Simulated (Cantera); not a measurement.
## Transport properties of process gases

Gas mixture: NH₃ : CO₂ : H₂O : C₂H₄ = 0.64 : 0.76 : 0.73 : 0.91 (molar parts), at 38.3 Torr, frozen composition.

Cantera's kinetic-theory transport with the Lennard-Jones parameters of GRI-Mech 3.0, ideal gas; thermal conductivity in the mixture-averaged form. Polar gases are described roughly by these parameters. The composition is frozen, though it would react at the higher temperatures.

```csv
T (K),ρ (kg/m³),cp (J/kg/K),μ (µPa s),λ (mW/m/K),Pr,D (cm²/s) H₂,D (cm²/s) CH₄,D (cm²/s) CO₂
400,0.0419,1554,15.6,34.0,0.716,23.6,6.56,4.85
500,0.0335,1724,19.3,46.1,0.722,34.8,9.92,7.45
600,0.0279,1880,22.8,58.8,0.728,47.6,13.8,10.5
700,0.0239,2013,26.1,71.9,0.730,61.9,18.1,13.9
800,0.0209,2126,29.2,85.0,0.730,77.6,22.9,17.8
900,0.0186,2225,32.2,98.2,0.729,94.6,28.2,21.9
1000,0.0168,2327,35.0,111,0.732,113,33.8,26.4
1100,0.0152,2411,37.8,124,0.733,132,39.8,31.3
1200,0.0140,2486,40.4,137,0.733,153,46.2,36.4
```
D: mixture-averaged diffusion coefficient of that species in the mixture.
